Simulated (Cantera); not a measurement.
Feed: 1 mol TiC, 0.5 mol H₂, held at 1575 °C and 47.0 mbar.

Method: chemical equilibrium by Gibbs-energy minimisation in Cantera with the NASA 1993 tables (ideal gas, pure condensed phases). Candidate condensed phases: C, C₆H₆, C₇H₈, C₈H₁₈, Ti, TiC; 77 gas species. TiC: taken at fixed stoichiometry. The numbers say what is thermodynamically allowed, not how fast it happens.

Base state: H₂ 0.998, H 0.00244 (mole fractions); condensed: TiC(s).

Task: What changes in the equilibrium state with this change: temperature from 1575 °C to 2450 °C?

Result: 
```tsv
species	before	after
H₂	0.998	0.750
H	0.00244	0.247
Ti	1.52e-7	0.00201
C₂H₂ (acetylene)	4.97e-9	0.000953
C₂H	<1e-9	3.48e-5
C	<1e-9	1.32e-5
TiC(s), mol	1.00	0.999
```

Task: What changes in the equilibrium state with this change: temperature from 1575 °C to 2452 °C?

Result: 
```csv
species,before,after
H₂,0.998,0.748
H,0.00244,0.249
Ti,1.52e-7,0.00204
C₂H₂ (acetylene),4.97e-9,0.000966
C₂H,<1e-9,3.57e-5
C,<1e-9,1.35e-5
"TiC(s), mol",1.00,0.999
```

Task: What changes in the equilibrium state with this change: temperature from 1575 °C to 1502 °C?

Result: 
```csv
species,before,after
H₂,0.998,0.999
H,0.00244,0.00133
"TiC(s), mol",1.00,1.00
```
